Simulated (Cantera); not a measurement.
## Thermodynamics of silicon nitride deposition, feed trisilylamine + NH3 + CH4

Input: 1 mol trisilylamine, 1.9 mol NH3, 0.42 mol CH4, held at 0.220 bar.

Method: chemical equilibrium by Gibbs-energy minimisation in Cantera with the NASA 1993 tables (ideal gas, pure condensed phases). Candidate condensed phases: C, C6H6, C7H8, C8H18, Si, SiC, Si3N4; 105 gas species. The feed counts by its element totals alone. Mutual solubility and eutectic melting of coexisting phases are not modelled. Gases not in the tables: Si2H6 and higher silanes. Rates play no part.

```csv
T (°C),log p H2,log p N2,log p H,log p HCN,log p SiH2,log p Si,n Si(s),n SiC(s),n Si3N4(s),n Si(l)
875,-0.66,-8.28,-7.47,-11.77,-9.06,<-12,0.405,0.420,0.725,0
975,-0.66,-6.92,-6.66,-10.35,-8.18,-11.11,0.405,0.420,0.725,0
1075,-0.66,-5.77,-5.96,-9.13,-7.43,-9.73,0.405,0.420,0.725,0
1175,-0.66,-4.79,-5.36,-8.09,-6.78,-8.53,0.406,0.420,0.725,0
1275,-0.66,-3.93,-4.84,-7.18,-6.22,-7.50,0.412,0.420,0.723,0
1375,-0.66,-3.18,-4.38,-6.39,-5.73,-6.59,0.442,0.420,0.713,0
1475,-0.67,-2.44,-3.97,-5.60,-5.35,-5.84,0,0.420,0.655,0.614
1575,-0.70,-1.72,-3.62,-4.85,-5.08,-5.20,0,0.419,0.340,1.56
```
log p: log10 of the partial pressure in bar; n: condensed amount in mol.

From 875 °C to 1375 °C the condensed part is Si(s) + SiC(s) + Si3N4(s). From 1475 °C to 1575 °C the condensed part is Si(l) + SiC(s) + Si3N4(s). The main Si-bearing gas is SiH4 at 875 °C and SiH2 at 1575 °C.
